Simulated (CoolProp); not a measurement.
Saturation properties of R125.

Model: reference Helmholtz-energy equation of state, Lemmon 2005, in CoolProp.

```json
[
 {"T (K)": "264.5", "p (MPa)": "0.5052", "liquid cp (kJ/(kg K))": "1.221", "liquid conductivity (mW/(m K))": "…"},
 {"T (K)": "267.6", "p (MPa)": "0.5605", "liquid cp (kJ/(kg K))": "1.232", "liquid conductivity (mW/(m K))": "72.2"},
 {"T (K)": "270.8", "p (MPa)": "0.6221", "liquid cp (kJ/(kg K))": "1.245", "liquid conductivity (mW/(m K))": "70.8"},
 {"T (K)": "274", "p (MPa)": "0.6887", "liquid cp (kJ/(kg K))": "1.258", "liquid conductivity (mW/(m K))": "69.5"},
 {"T (K)": "277.1", "p (MPa)": "…", "liquid cp (kJ/(kg K))": "1.272", "liquid conductivity (mW/(m K))": "68.2"},
 {"T (K)": "280.3", "p (MPa)": "0.8353", "liquid cp (kJ/(kg K))": "1.288", "liquid conductivity (mW/(m K))": "…"},
 {"T (K)": "283.5", "p (MPa)": "0.9181", "liquid cp (kJ/(kg K))": "1.305", "liquid conductivity (mW/(m K))": "65.5"},
 {"T (K)": "286.6", "p (MPa)": "1.004", "liquid cp (kJ/(kg K))": "…", "liquid conductivity (mW/(m K))": "64.2"},
 {"T (K)": "289.8", "p (MPa)": "1.099", "liquid cp (kJ/(kg K))": "1.343", "liquid conductivity (mW/(m K))": "62.9"},
 {"T (K)": "293", "p (MPa)": "1.200", "liquid cp (kJ/(kg K))": "…", "liquid conductivity (mW/(m K))": "61.5"},
 {"T (K)": "296.1", "p (MPa)": "1.305", "liquid cp (kJ/(kg K))": "1.390", "liquid conductivity (mW/(m K))": "60.3"}
]
```

Question: Some entries are withheld; supply them.

Answer: 
- 264.5, liquid conductivity (mW/(m K)): 73.6
- 277.1, p (MPa): 0.7582
- 280.3, liquid conductivity (mW/(m K)): 66.8
- 286.6, liquid cp (kJ/(kg K)): 1.323
- 293, liquid cp (kJ/(kg K)): 1.365

It boils at 225.1 K under 1 atm.

Thermal conductivity comes from a separate model (Perkins 2006).
